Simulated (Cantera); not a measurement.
Charge: 1 mol SiH₂Cl₂, 4.5 mol HCl, 56 mol N₂, equilibrated at 0.133 bar.

Method: chemical equilibrium by Gibbs-energy minimisation in Cantera with the NASA 1993 tables (ideal gas, pure condensed phases). Candidate condensed phases: NH₄Cl, Si, Si₃N₄; 28 gas species. The tables' values for SiCl₃ are old estimates; treat these amounts as uncertain. The numbers say what is thermodynamically allowed, not how fast it happens. All values below are at 1302 °C.

Base state: N₂ 0.899, HCl 0.0660, H₂ 0.0192, SiCl₂ 0.0106, SiCl₃ 0.00290, SiCl₄ 0.00208, SiHCl₃ 8.05e-5, Cl 4.31e-5 (mole fractions); condensed: Si₃N₄(s).

**Question.** What changes in the equilibrium state with this change: pressure from 0.133 bar to 1.60 bar?

**Answer.** 
| species | before | after |
|---|---|---|
| N₂ | 0.899 | 0.902 |
| HCl | 0.0660 | 0.0685 |
| H₂ | 0.0192 | 0.0182 |
| SiCl₂ | 0.0106 | 0.00229 |
| SiCl₄ | 0.00208 | 0.00612 |
| H | 1.58e-5 | 4.43e-6 |
| Cl | 4.31e-5 | 1.33e-5 |
| SiHCl₃ | 8.05e-5 | 0.000217 |
| Si₃N₄(s), mol | 0.00897 | 0.108 |
